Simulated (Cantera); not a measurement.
Cantera run:

```python
import numpy as np
import cantera as ct

gas_names = [...]  # 123 gases of nasa_gas.yaml made of C, H, O, Si
cond_names = """
    C(gr) C6H6(L) C7H8(L) C8H18(L),n-octa H2O(s) H2O(L) Si(cr) Si(L) SiC(b) SiO2(Lqz) SiO2(hqz) SiO2(L)
""".split()


# ... load() reads the species with a 1 bar reference pressure and builds the phases ...
atoms = {
    'Si': {'Si': 1},
    'H2O': {'H': 2, 'O': 1},
    'CO': {'C': 1, 'O': 1},
    'O2': {'O': 2},
}
top_T = {'C(gr)': 4500, 'SiC(b)': 3050}  # K; cautious upper limits of use, not melting points


# ... equilibrate(T, P, feed) seeds the gas with the atoms and calls Mixture.equilibrate('TP', solver="vcs", rtol=1e-11, max_steps=5000) ...
results = []
feed = {'Si': 1, 'H2O': 0.52, 'CO': 49, 'O2': 0.015}  # mol
T = 1373  # K
for P in [10, 41, 160, 670, 2700, 11000, 45000, 180000, 740000, 3000000]:
    mix = equilibrate(T, P, feed)
    results.append((T, P, feed, dict(zip(mix.species_names, mix.species_moles))))

top = {s: max(r[3][s] / sum(r[3][g] for g in gas_names) for r in results) for s in gas_names}
cols = sorted((s for s in top if top[s] > 0.001), key=lambda s: -top[s])[:7]
seen = [c for c in cond_names if any(r[3].get(c, 0) > 1e-12 for r in results)]
print("log10 of partial pressures in bar; condensed amounts in mol")
print(f"{'P/Pa':>10s}" + "".join(f"{s[:9]:>10s}" for s in cols + seen))
for T, P, feed, n in results:
    ng = sum(n[g] for g in gas_names)
    print(f"{P:10.4g}" + "".join(f"{np.log10(max(n[s] / ng * P / 1e5, 1e-99)):10.3f}" for s in cols)
          + "".join(f"{n.get(c, 0):10.4g}" for c in seen))
```

Result:

```
log10 of partial pressures in bar; condensed amounts in mol
      P/Pa        CO       CO2       SiO        H2       H2O     C(gr)    SiC(b) SiO2(hqz)
        10    -4.011   -10.085    -5.810    -5.984   -11.744         0     0.225         0
        41    -3.397    -8.914    -5.310    -5.369   -10.572         0    0.2851    0.1201
       160    -2.801    -8.120    -5.509    -4.772    -9.776         0    0.4517    0.4531
       670    -2.179    -7.001    -6.005    -4.140    -8.648     1.444         0    0.9929
      2700    -1.573    -5.790    -6.610    -3.535    -7.438     1.453         0    0.9996
   1.1e+04    -0.963    -4.570    -7.220    -2.925    -6.218     1.462         0         1
   4.5e+04    -0.352    -3.347    -7.832    -2.313    -4.995     1.499         0         1
   1.8e+05     0.249    -2.146    -8.432    -1.713    -3.793     1.644         0         1
   7.4e+05     0.857    -0.929    -9.041    -1.104    -2.577      2.22         0         1
     3e+06     1.445     0.247    -9.629    -0.518    -1.402     4.181         0         1
```

Cantera equilibrium calculation (NASA polynomials, part measured and part estimated; ideal gas, pure solids and liquids). Mutual solubility and eutectic melting of coexisting phases are not modelled. The tables hold silica as quartz up to 1696 K and as liquid above; real silica turns to tridymite and cristobalite and melts near 1996 K. Gases not in the tables: Si(OH)4.
